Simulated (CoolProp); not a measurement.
Properties of propylene glycol at several states.

Values from CoolProp's reference Helmholtz-energy equation of state, Eisenbach 2021.

```
T (°C)  p (MPa)   phase  density (kg/m³)  cv (kJ/(kg K))  isothermal compressibility (1/MPa)  fugacity coefficient
------  -------  ------  ---------------  --------------  ----------------------------------  --------------------
276.25    0.319     gas            5.495           2.681                               3.245                0.9682
141.25   0.0318  liquid            937.1           2.675                           0.0009143                0.6111
49.25     0.136  liquid             1014           2.286                           0.0005471             0.0009384
205.05   0.0355     gas           0.6836           2.382                               28.34                0.9940
3.85       0.08  liquid             1048           2.061                           0.0004457              2.820e-5
313.25   0.0194     gas           0.3032           2.787                               51.62                0.9985
```
